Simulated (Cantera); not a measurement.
Input: 1 mol Pb, 57 mol N₂, equilibrated at 1598.15 K and 51.8 Torr.

These are equilibrium values from Cantera (NASA tables, ideal gas, pure condensed phases), not measurements of a reactor. Candidate condensed phases: Pb; 4 gas species. Equilibrium is a limit: real reactors are often held back by kinetics, nucleation or transport.

Base state: N₂ 0.983, Pb 0.0172 (mole fractions); condensed: gas only.

**Question.** What changes in the equilibrium state with this change: temperature from 1598.15 K to 1173.15 K?

**Answer.** 
```tsv
species	before	after
N₂	0.983	0.994
Pb	0.0172	0.00613
Pb(l), mol	0	0.649
```
